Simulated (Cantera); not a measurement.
Cantera with NASA thermochemical tables; ideal gases at 1 bar, condensed phases pure. Values are per mole of reaction as written; species without (g) are pure solids or liquids, kept so even where they would boil at 1 bar.

2 AlCl3 + O(g) → Al2O(g) + 3 Cl2(g)

```json
[
 {"T (K)": "300", "ΔH° (kJ)": "1016.8", "ΔS° (J/K)": "541.6", "ΔG° (kJ)": "854.3", "log10 K": "-148.75", "condensed phases": "AlCl3(s)"},
 {"T (K)": "425", "ΔH° (kJ)": "…", "ΔS° (J/K)": "…", "ΔG° (kJ)": "…", "log10 K": "…", "condensed phases": "AlCl3(s)"},
 {"T (K)": "435", "ΔH° (kJ)": "1009.1", "ΔS° (J/K)": "520.5", "ΔG° (kJ)": "782.7", "log10 K": "-93.98", "condensed phases": "AlCl3(s)"},
 {"T (K)": "445", "ΔH° (kJ)": "1008.4", "ΔS° (J/K)": "519.0", "ΔG° (kJ)": "777.5", "log10 K": "-91.26", "condensed phases": "AlCl3(s)"},
 {"T (K)": "455", "ΔH° (kJ)": "1007.8", "ΔS° (J/K)": "517.6", "ΔG° (kJ)": "772.3", "log10 K": "-88.66", "condensed phases": "AlCl3(s)"},
 {"T (K)": "465", "ΔH° (kJ)": "…", "ΔS° (J/K)": "…", "ΔG° (kJ)": "…", "log10 K": "…", "condensed phases": "AlCl3(s)"},
 {"T (K)": "475", "ΔH° (kJ)": "935.3", "ΔS° (J/K)": "362.0", "ΔG° (kJ)": "763.4", "log10 K": "-83.95", "condensed phases": "AlCl3(l)"},
 {"T (K)": "485", "ΔH° (kJ)": "934.2", "ΔS° (J/K)": "359.7", "ΔG° (kJ)": "759.8", "log10 K": "-81.83", "condensed phases": "AlCl3(l)"},
 {"T (K)": "495", "ΔH° (kJ)": "933.2", "ΔS° (J/K)": "357.6", "ΔG° (kJ)": "756.2", "log10 K": "-79.79", "condensed phases": "AlCl3(l)"},
 {"T (K)": "505", "ΔH° (kJ)": "932.1", "ΔS° (J/K)": "355.4", "ΔG° (kJ)": "752.6", "log10 K": "-77.85", "condensed phases": "AlCl3(l)"},
 {"T (K)": "515", "ΔH° (kJ)": "931.0", "ΔS° (J/K)": "353.3", "ΔG° (kJ)": "749.1", "log10 K": "-75.97", "condensed phases": "AlCl3(l)"},
 {"T (K)": "525", "ΔH° (kJ)": "930.0", "ΔS° (J/K)": "351.3", "ΔG° (kJ)": "745.6", "log10 K": "-74.18", "condensed phases": "AlCl3(l)"}
]
```

Q: Some entries are withheld; supply them.

A: 
- 425, ΔH° (kJ): 1009.7
- 425, ΔS° (J/K): 522.0
- 425, ΔG° (kJ): 787.9
- 425, log10 K: -96.83
- 465, ΔH° (kJ): 1007.1
- 465, ΔS° (J/K): 516.1
- 465, ΔG° (kJ): 767.1
- 465, log10 K: -86.17
